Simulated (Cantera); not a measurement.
Gas mixture: C3H8 : CH4 = 0.58 : 0.74 (molar parts), at 0.00938 atm, frozen composition.

Cantera's kinetic-theory transport with the Lennard-Jones parameters of GRI-Mech 3.0, ideal gas; thermal conductivity in the mixture-averaged form.

D: mixture-averaged diffusion coefficient of that species in the mixture.

| T (K) | ρ (kg/m³) | cp (J/kg/K) | μ (µPa s) | λ (mW/m/K) | Pr | D (cm²/s) NO | D (cm²/s) H | D (cm²/s) CH4 |
|---|---|---|---|---|---|---|---|---|
| 400 | 0.00810 | 2258 | 12.4 | 40.7 | 0.691 | ___ | 155 | 22.8 |
| 500 | 0.00648 | 2660 | 15.0 | 57.0 | 0.700 | ___ | 232 | 34.2 |
| 600 | 0.00540 | 3034 | 17.3 | 74.5 | 0.706 | ___ | 320 | 47.3 |
| 700 | 0.00463 | 3370 | 19.5 | 92.6 | 0.710 | ___ | 418 | 62.0 |
| 800 | 0.00405 | 3663 | 21.5 | 111 | 0.711 | ___ | 526 | 78.1 |
| 900 | 0.00360 | 3921 | 23.5 | 129 | 0.711 | ___ | 643 | 95.7 |

Problem. Some entries are withheld; supply them.

Solution. 
- 400, D (cm²/s) NO: 27.8
- 500, D (cm²/s) NO: 41.2
- 600, D (cm²/s) NO: 56.5
- 700, D (cm²/s) NO: 73.6
- 800, D (cm²/s) NO: 92.4
- 900, D (cm²/s) NO: 113
